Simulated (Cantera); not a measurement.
Feed: 1 mol Fe, 0.0012 mol O2, 8.9 mol CO, equilibrated at 0.233 Torr.

Method: chemical equilibrium by Gibbs-energy minimisation in Cantera with the NASA 1993 tables (ideal gas, pure condensed phases). Candidate condensed phases: C, Fe, Fe(CO)5, FeO, Fe2O3, Fe3O4; 15 gas species. Condensed phases not in the tables: cementite and carbon dissolved in iron. Rates play no part.

Over these rows the condensed part is C(graphite) + Fe(α). Partial pressures as log10 of bar:

| T (K) | 1000/T (1/K) | log p CO2 | log p CO |
|---|---|---|---|
| 823 | 1.2151 | -5.35 | -3.51 |
| 848 | 1.1792 | -5.67 | -3.51 |
| 873 | 1.1455 | -5.97 | -3.51 |
| 898 | 1.1136 | ? | -3.51 |
| 923 | 1.0834 | -6.52 | -3.51 |
| 948 | 1.0549 | -6.77 | -3.51 |

Q: Fit log p(CO2) = a + b·(1000/T) to the five rows, give the apparent enthalpy, and predict the row at 898 K.

A: Means: 1000/T = 1.1356, log p = -6.056. Sxy = 0.155649, Sxx = 0.0175565, so b = 8.87 and a = -6.056 − (8.87)×1.1356 = -16.13.
Apparent enthalpy: −19.145 × (8.87) = -170 kJ/mol. With the condensed phases at unit activity, 2 CO(g) = CO2(g) + C(graphite) links this pressure to the main gases: over the six rows their terms move log p by +0.00 in all, so the slope is close to that reaction's ΔH°. The five rows lie within 0.01 of the line.
Prediction at 898 K: -16.13 + (8.87)×1.1136 = -6.25. The computed value is -6.25, 0.00 from the line.
